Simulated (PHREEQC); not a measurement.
A made-up water analysis in mmol/kgw, 18 °C, pH 3.82, pe 12.7: Na 2.56; K 0.148; Ca 1.22; Mg 1.02; Cl 1.24; S(6) 3.28; Pb 0.000757.

Na is adjusted to close the charge balance.
Valence states are taken as typed.

The numbers come from PHREEQC with the ion-association model, phreeqc.dat.

Precipitation was switched off in this run.

Q: Estimate the ionic strength.

A: ionic strength 0.0116 mol/kgw.

Q: In which forms is Ca present?

A: Ca+2 83 %, CaSO4 17 % of the Ca.

Complexes and solids missing from the database can't appear.
